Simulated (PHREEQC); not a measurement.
# Acid rinse or clean: speciation

Solution (25 °C): 0.0018 mol/kgw HNO3, 0.015 mol/kgw CuSO4 and 0.04 mol/kgw CuCl2. Closed to the air; pH follows from the charge balance.

All values are PHREEQC results (ion-association model, phreeqc.dat), not measurements.

Each row changes one thing in this solution. Precipitation was switched off in this run.

```tsv
case	pH	ionic strength (mol/kgw)	Cu+2 (mol/kgw)	CuSO4 (mol/kgw)	SO4-2 (mol/kgw)	HSO4- (mol/kgw)
as made	2.93	0.145	0.0442	0.00745	0.00720	0.000354
CuSO4 from 0.015 to 0.0135 mol/kgw	2.92	0.142	0.0435	0.00669	(withheld)	(withheld)
CuCl2 from 0.04 to 0.2 mol/kgw	2.91	0.541	0.165	0.00875	0.00606	0.000195
CuCl2 left out	2.98	(withheld)	0.0101	0.00485	0.00958	0.000575
0.00088 mol/kgw NaOH added	3.22	0.145	0.0441	0.00752	0.00729	0.000183
CuCl2 from 0.04 to 0.02 mol/kgw	2.94	0.0918	0.0271	0.00671	0.00787	0.000425
HNO3 replaced by Mn(NO3)2 at the same molality	4.44	0.148	0.0442	0.00746	0.00732	(withheld)
HNO3 from 0.0018 to 0.00018 mol/kgw	3.92	0.143	0.0440	0.00762	(withheld)	3.73e-5
```

### Question
Fill in the missing entries.

### Answer

- CuSO4 from 0.015 to 0.0135 mol/kgw, SO4-2 (mol/kgw): 0.00649
- CuSO4 from 0.015 to 0.0135 mol/kgw, HSO4- (mol/kgw): 0.000327
- CuCl2 left out, ionic strength (mol/kgw): 0.0413
- HNO3 replaced by Mn(NO3)2 at the same molality, HSO4- (mol/kgw): 1.11e-5
- HNO3 from 0.0018 to 0.00018 mol/kgw, SO4-2 (mol/kgw): 0.00734

Complexes and solids missing from the database can't appear.
